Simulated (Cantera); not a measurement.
What does this Cantera script print?

```python
import numpy as np
import cantera as ct

gas_names = """
    CL CL2 H HCL H2 N NH NH2 NH3 N2 N2H2 N2H4 Si SiCL SiCL2 SiCL3 SiCL4 SiH SiHCL3 SiH2 SiH2CL2 SiH3
    SiH3CL SiH4 SiN Si2 Si2N Si3
""".split()
cond_names = """
    NH4CL(a) NH4CL(b) Si(cr) Si(L) Si3N4(a)
""".split()


# ... load() reads the species with a 1 bar reference pressure and builds the phases ...
atoms = {
    'SiH2Cl2': {'Si': 1, 'H': 2, 'CL': 2},
    'NH3': {'N': 1, 'H': 3},
}
top_T = {'Si3N4(a)': 2400}  # K; cautious upper limits of use, not melting points


# ... equilibrate(T, P, feed) seeds the gas with the atoms and calls Mixture.equilibrate('TP', solver="vcs", rtol=1e-11, max_steps=5000) ...
results = []
feed = {'SiH2Cl2': 1, 'NH3': 34}  # mol
P = 180  # Pa
for T in [898, 1048, 1198, 1348, 1498, 1648, 1798, 1948]:
    mix = equilibrate(T, P, feed)
    results.append((T, P, feed, dict(zip(mix.species_names, mix.species_moles))))

top = {s: max(r[3][s] / sum(r[3][g] for g in gas_names) for r in results) for s in gas_names}
cols = sorted((s for s in top if top[s] > 1e-06), key=lambda s: -top[s])[:6]
seen = [c for c in cond_names if any(r[3].get(c, 0) > 1e-12 for r in results)]
print("log10 of partial pressures in bar; condensed amounts in mol")
print(f"{'T/K':>10s}" + "".join(f"{s[:9]:>10s}" for s in cols + seen))
for T, P, feed, n in results:
    ng = sum(n[g] for g in gas_names)
    print(f"{T:10.4g}" + "".join(f"{np.log10(max(n[s] / ng * P / 1e5, 1e-99)):10.3f}" for s in cols)
          + "".join(f"{n.get(c, 0):10.4g}" for c in seen))
```

Output:

```
log10 of partial pressures in bar; condensed amounts in mol
       T/K        H2        N2       HCL         H        Si     SiCL2    Si(cr)     Si(L)  Si3N4(a)
       898    -2.878    -3.373    -4.285   -11.400   -24.829   -11.980         0         0    0.3333
      1048    -2.878    -3.373    -4.285    -9.551   -19.028    -9.769         0         0    0.3333
      1198    -2.878    -3.373    -4.285    -8.160   -14.690    -8.119         0         0    0.3332
      1348    -2.878    -3.373    -4.287    -7.075   -11.326    -6.849         0         0    0.3315
      1498    -2.878    -3.372    -4.308    -6.204    -8.645    -5.878         0         0    0.3162
      1648    -2.882    -3.360    -4.379    -5.491    -6.589    -5.326    0.8015         0         0
      1798    -2.885    -3.362    -4.376    -4.896    -5.511    -5.375         0    0.6889         0
      1948    -2.898    -3.370    -4.374    -4.396    -4.704    -5.515         0         0         0
```

Equilibrium computed with Cantera from the NASA thermochemical tables; the gas is ideal and each condensed phase is pure. The tables' values for SiCl, SiN are old estimates; treat these amounts as uncertain. Gases not in the tables: Si2H6 and higher silanes.
